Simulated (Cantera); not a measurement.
Standard-state values (1 bar) from the NASA 1993 polynomials, evaluated with Cantera. Values are per mole of reaction as written; species without (g) are pure solids or liquids, kept so even where they would boil at 1 bar.

Problem. Between 1150 and 1400 K, where is each reaction favourable under standard conditions?
- Fe + Cl₂(g) ⇌ FeCl₂(g)
- 0.6667 Fe + Cl₂(g) ⇌ 0.6667 FeCl₃(g)
- 2 Cu + Cl₂(g) ⇌ 0.6667 Cu₃Cl₃(g)

Solution. 
- Fe + Cl₂(g) ⇌ FeCl₂(g): ΔG° is -193 kJ at 1150 K and -201 kJ at 1400 K; it stays negative (K > 1). ΔH° is -156 kJ and ΔS° 32 J/K at 1400 K.
- 0.6667 Fe + Cl₂(g) ⇌ 0.6667 FeCl₃(g): ΔG° is -153 kJ at 1150 K and -148 kJ at 1400 K; it stays negative (K > 1). ΔH° is -177 kJ and ΔS° -21 J/K at 1400 K.
- 2 Cu + Cl₂(g) ⇌ 0.6667 Cu₃Cl₃(g): ΔG° is -168 kJ at 1150 K and -165 kJ at 1400 K; it stays negative (K > 1). ΔH° is -205 kJ and ΔS° -29 J/K at 1400 K.
